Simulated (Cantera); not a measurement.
Premixed flame

A freely propagating, adiabatic, planar premixed flame of CO : H2 : O2 : N2 = 1 : 0.99 : 0.829 : 2.57 (molar parts), equivalence ratio 1.2, unburnt at 550 K and 150 Torr; mixture-averaged transport, grid criteria slope 0.08 and curve 0.16, no radiation.

Model: GRI-Mech 3.0 (53 species, 325 reactions), integrated in Cantera. Burning velocities carry a grid error of a few per cent, more on coarse grids.

```csv
z (mm),T (K),u (m/s),x CO,x H2,x O2,x H2O,x NO,x H2O2
-12.5,550,4.44,0.186,0.184,0.154,<1e-8,<1e-8,<1e-8
-8.34,550,4.44,0.186,0.184,0.154,<1e-8,<1e-8,<1e-8
-6.26,550,4.44,0.186,0.184,0.154,<1e-8,<1e-8,<1e-8
-4.17,550,4.44,0.186,0.184,0.154,<1e-8,<1e-8,<1e-8
-2.09,553,4.47,0.186,0.183,0.154,0.000102,<1e-8,7.90e-7
-1.04,685,5.48,0.184,0.168,0.150,0.00767,<1e-8,3.01e-6
0,1120,8.75,0.169,0.0775,0.107,0.0748,4.83e-7,1.04e-6
1.04,1435,11.0,0.127,0.0283,0.0511,0.126,4.01e-6,7.62e-7
2.09,1578,12.0,0.104,0.0300,0.0392,0.125,8.55e-6,4.77e-7
4.17,1724,12.9,0.0950,0.0323,0.0337,0.128,1.64e-5,2.73e-7
8.34,1876,13.9,0.0981,0.0317,0.0313,0.137,2.80e-5,1.52e-7
16.7,2038,14.9,0.0995,0.0297,0.0282,0.148,4.71e-5,8.54e-8
33.4,2201,15.9,0.0977,0.0268,0.0242,0.159,9.51e-5,5.46e-8
```
x: mole fraction of selected species; z is measured from the peak of heat release.

```yaml
laminar_burning_velocity: 444 cm/s
thermal_thickness: 4.17 mm
peak x(H2O2): 3.34e-6
grid_points: 155
```
